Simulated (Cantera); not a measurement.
A closed system holds: 1 mol BN, 0.55 mol NF3, 36 mol N2, held at 1302 °C and 0.830 bar.

Method: chemical equilibrium by Gibbs-energy minimisation in Cantera with the NASA 1993 tables (ideal gas, pure condensed phases). Candidate condensed phases: B, BN; 13 gas species. The tables' values for BF2 are old estimates; treat these amounts as uncertain. Kinetics and transport are ignored.

Base state: N2 0.985, BF3 0.0148, BF2 8.77e-5 (mole fractions); condensed: BN(s).

Question: What changes in the equilibrium state with this change: BN replaced by Si3N4?

Answer: 
| species | before | after |
|---|---|---|
| N2 | 0.985 | 0.989 |
| SiF4 | 0 | 0.0102 |
| SiF3 | 0 | 0.00116 |
| BF3 | 0.0148 | 0 |
| BF2 | 8.77e-5 | 0 |
| SiF2 | 0 | 6.64e-5 |
| BN(s), mol | 0.449 | 0 |
| Si3N4(s), mol | 0 | 0.859 |
The tables' values for SiF3, SiF2 are old estimates; treat these amounts as uncertain. Further candidate phases: Si, Si3N4.
